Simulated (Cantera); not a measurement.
Input (Python, Cantera) and output of one run.

```python
import numpy as np
import cantera as ct

gas_names = [...]  # 95 gases of nasa_gas.yaml made of C, F, H
cond_names = """
    C(gr) C6H6(L) C7H8(L) C8H18(L),n-octa
""".split()


# ... load() reads the species with a 1 bar reference pressure and builds the phases ...
atoms = {
    'CH3F': {'C': 1, 'H': 3, 'F': 1},
    'CH4': {'C': 1, 'H': 4},
    'H2': {'H': 2},
}
top_T = {'C(gr)': 4500}  # K; cautious upper limits of use, not melting points


# ... equilibrate(T, P, feed) seeds the gas with the atoms and calls Mixture.equilibrate('TP', solver="vcs", rtol=1e-11, max_steps=5000) ...
results = []
feed = {'CH3F': 1, 'CH4': 0.066, 'H2': 0.19}  # mol
P = 1333.22  # Pa
for T in [800, 1000, 1200, 1400, 1600, 1800, 2000]:
    mix = equilibrate(T, P, feed)
    results.append((T, P, feed, dict(zip(mix.species_names, mix.species_moles))))
    x = sorted(zip(gas.X, gas.species_names), reverse=True)
    print(f"T = {T:g} K  P = {P:g} Pa  gas = {mix.phase_moles(0):.4g} mol")
    print("   x: " + "  ".join(f"{s} {v:.3e}" for v, s in x if v > 0.0001))
    print("   condensed (mol): " + ("  ".join(f"{mix.phase(i).name} {mix.phase_moles(i):.4g}"
          for i in range(1, mix.n_phases) if mix.phase_moles(i) > 1e-12) or "none"))
```

Result:

```
T = 800 K  P = 1333.22 Pa  gas = 2.309 mol
   x: H2 5.613e-01  HF 4.331e-01  CH4 5.646e-03
   condensed (mol): C(gr) 1.053
T = 1000 K  P = 1333.22 Pa  gas = 2.321 mol
   x: H2 5.687e-01  HF 4.308e-01  CH4 4.118e-04
   condensed (mol): C(gr) 1.065
T = 1200 K  P = 1333.22 Pa  gas = 2.322 mol
   x: H2 5.692e-01  HF 4.307e-01
   condensed (mol): C(gr) 1.066
T = 1400 K  P = 1333.22 Pa  gas = 2.322 mol
   x: H2 5.693e-01  HF 4.307e-01
   condensed (mol): C(gr) 1.066
T = 1600 K  P = 1333.22 Pa  gas = 2.322 mol
   x: H2 5.690e-01  HF 4.306e-01  H 3.552e-04
   condensed (mol): C(gr) 1.066
T = 1800 K  P = 1333.22 Pa  gas = 2.325 mol
   x: H2 5.674e-01  HF 4.302e-01  H 2.336e-03
   condensed (mol): C(gr) 1.066
T = 2000 K  P = 1333.22 Pa  gas = 2.334 mol
   x: H2 5.606e-01  HF 4.284e-01  H 1.055e-02  C2H2,acetylene 4.307e-04
   condensed (mol): C(gr) 1.064
```

Equilibrium computed with Cantera from the NASA thermochemical tables; the gas is ideal and each condensed phase is pure.
